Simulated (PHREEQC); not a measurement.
0.5 mol of Jarosite-K (KFe3(SO4)2(OH)6) is brought to equilibrium with 1 kg of water holding 0.15 mol HCl, with rising amounts of (NH4)2SO4, at 25 °C. Oxygen alone is held at its pressure in air (log pO2 = -0.68). The system is closed to CO2. Names ending in (a), (am) or -a are amorphous solids. The run lets Jarosite-K, Fe(OH)3(a) precipitate or redissolve, and no other solid.

Computed with PHREEQC (ion-association model, wateq4f.dat).

| (NH4)2SO4 added (mol) | pH | dissolved K (mol/kgw) | dissolved Fe (mol/kgw) | HSO4- (mol/kgw) | FeCl+2 (mol/kgw) | SO4-2 (mol/kgw) |
|---|---|---|---|---|---|---|
| 0 | 1.31 | 0.0132 | 0.0397 | 0.00536 | 0.0108 | 0.00276 |
| 0.00833 | 1.31 | 0.0127 | 0.0381 | 0.00791 | 0.00860 | 0.00410 |
| 0.0167 | 1.32 | 0.0123 | 0.0368 | 0.0109 | 0.00692 | 0.00578 |
| 0.025 | 1.33 | 0.0119 | 0.0358 | 0.0140 | 0.00566 | 0.00773 |
| 0.0333 | 1.34 | 0.0116 | 0.0349 | 0.0173 | 0.00472 | 0.00992 |
| 0.0417 | 1.35 | 0.0114 | 0.0341 | 0.0206 | 0.00399 | 0.0123 |
| 0.05 | 1.37 | 0.0111 | 0.0334 | 0.0237 | 0.00345 | 0.0149 |
| 0.0583 | 1.38 | 0.0109 | 0.0327 | 0.0267 | 0.00302 | 0.0175 |
| 0.0667 | 1.39 | 0.0107 | 0.0320 | 0.0296 | 0.00268 | 0.0203 |
| 0.075 | 1.41 | 0.0105 | 0.0315 | 0.0323 | 0.00241 | 0.0231 |
| 0.0833 | 1.42 | 0.0103 | 0.0309 | 0.0348 | 0.00218 | 0.0259 |
| 0.0917 | 1.43 | 0.0101 | 0.0304 | 0.0372 | 0.00199 | 0.0289 |
| 0.1 | 1.44 | 0.00996 | 0.0299 | 0.0394 | 0.00184 | 0.0318 |
